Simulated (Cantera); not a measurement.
Input: 1 mol Fe2O3, 2.4 mol CO, equilibrated at 101000 Pa.

These are equilibrium values from Cantera (NASA tables, ideal gas, pure condensed phases), not measurements of a reactor. Candidate condensed phases: C, Fe, Fe(CO)5, FeO, Fe2O3, Fe3O4; 15 gas species. The tables' stoichiometric FeO is somewhat more stable than real wüstite, so its field is too wide. FeO: taken at fixed stoichiometry. Equilibrium is a limit: real reactors are often held back by kinetics, nucleation or transport. All values below are at 2375 K.

Base state: CO 0.581, CO2 0.417, Fe 0.00140, FeO 0.000248, O2 0.000171, O 9.84e-5 (mole fractions); condensed: FeO(l).

Question: What changes in the equilibrium state with this change: pressure from 101000 Pa to 160000 Pa?

Answer: 
```tsv
species	before	after
CO	0.581	0.582
CO2	0.417	0.417
Fe	0.00140	0.000888
FeO	0.000248	0.000157
O2	0.000171	0.000108
O	9.84e-5	6.22e-5
FeO(l), mol	2.00	2.00
```
